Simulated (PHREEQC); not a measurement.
Dissolve 0.195 mol NiSO4 per kg of water at 25 °C. Closed to the air; pH follows from the charge balance.

The numbers come from PHREEQC with the ion-association model, wateq4f.dat.

pH: 5.97
ionic strength: 0.372 mol/kgw

```csv
species,molality,activity,log γ
NiSO4,0.102,0.111,0.037
Ni+2,0.0931,0.0265,-0.545
SO4-2,0.0926,0.0214,-0.637
Ni(SO4)2-2,0.000446,0.000127,-0.545
NiOH+,4.63e-6,3.39e-6,-0.136
HSO4-,3.26e-6,2.24e-6,-0.164
H+,1.39e-6,1.08e-6,-0.111
OH-,1.41e-8,9.26e-9,-0.183
```

No solid was allowed to form.
